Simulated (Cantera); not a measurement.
Charge: 1 mol Al, 30 mol NH3, 1.2 mol H2, held at 7.50 Torr.

Method: chemical equilibrium by Gibbs-energy minimisation in Cantera with the NASA 1993 tables (ideal gas, pure condensed phases). Candidate condensed phases: Al, AlN; 13 gas species. Kinetics and transport are ignored. All values below are at 1475 °C.

Base state: H2 0.759, N2 0.239, H 0.00199, Al 0.000175 (mole fractions); condensed: AlN(s).

### Question
What changes in the equilibrium state with this change: pressure from 7.50 Torr to 75.0 Torr?

### Answer
```json
[
 {"species": "H2", "before": "0.759", "after": "0.761"},
 {"species": "N2", "before": "0.239", "after": "0.239"},
 {"species": "H", "before": "0.00199", "after": "0.000630"},
 {"species": "Al", "before": "0.000175", "after": "5.52e-6"},
 {"species": "AlN(s), mol", "before": "0.989", "after": "1.000"}
]
```
